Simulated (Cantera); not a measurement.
Input: 1 mol Fe, 0.19 mol O2, 50 mol N2, 1.9 mol SO2, held at 1577 °C and 0.133 bar.

Method: chemical equilibrium by Gibbs-energy minimisation in Cantera with the NASA 1993 tables (ideal gas, pure condensed phases). Candidate condensed phases: Fe, FeO, FeS, FeSO4, FeS2, Fe2O3, Fe2(SO4)3, Fe3O4, S; 19 gas species. The tables' stoichiometric FeO is somewhat more stable than real wüstite, so its field is too wide. FeO: taken at fixed stoichiometry. Equilibrium is a limit: real reactors are often held back by kinetics, nucleation or transport.

Problem. What is the equilibrium state?

Solution. 
| Item | Result |
|---|---|
| x(N2) | 0.965 |
| x(SO2) | 0.0291 |
| x(SO) | 0.00325 |
| x(S2) | 0.00207 |
| x(S) | 0.000137 |
| x(Fe) | 5.58e-5 |
| x(S2O) | 4.69e-5 |
| x(NO) | 9.91e-6 |
| x(FeO) | 2.71e-6 |
| n(FeO(l)) | 0.997 mol |
| gas amount | 51.79 mol |
| log10 activity of Fe(l) (absent) | -0.90 |
| log10 activity of S(l) (absent) | -3.27 |
